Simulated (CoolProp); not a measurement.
Saturation properties of n-butane.

Model: reference Helmholtz-energy equation of state, Bücker 2006, in CoolProp.

```
T (K)  p (kPa)  enthalpy of vaporisation (kJ/kg)  liquid cp (kJ/(kg K))  liquid viscosity (µPa s)  liquid conductivity (mW/(m K))
-----  -------  --------------------------------  ---------------------  ------------------------  ------------------------------
335.3    672.5                             318.5                  2.690                       112                            90.6
342.1    789.7                             309.2                  2.747                       105                            88.2
348.9    921.4                             299.3                  2.809                      98.6                            85.9
355.6     1066                             289.0                  2.877                      92.4                            83.7
362.4     1230                             277.8                  2.954                      86.4                            81.5
369.2     1412                             265.7                  3.043                      80.7                            79.4
375.9     1609                             252.8                  3.147                      75.2                            77.4
382.7     1830                             238.5                  3.275                      69.7                            75.5
389.4     2069                             222.9                  3.437                      64.4                            73.6
396.2     2336                             205.1                  3.664                      59.0                            71.7
403       2628                             184.5                  4.013                      53.5                            69.8
409.7     2943                             160.2                  4.637                      47.9                            68.1
```

It boils at 272.7 K under 1 atm.

Viscosity comes from a separate model (Vogel 1999). Thermal conductivity comes from a separate model (Perkins 2002).
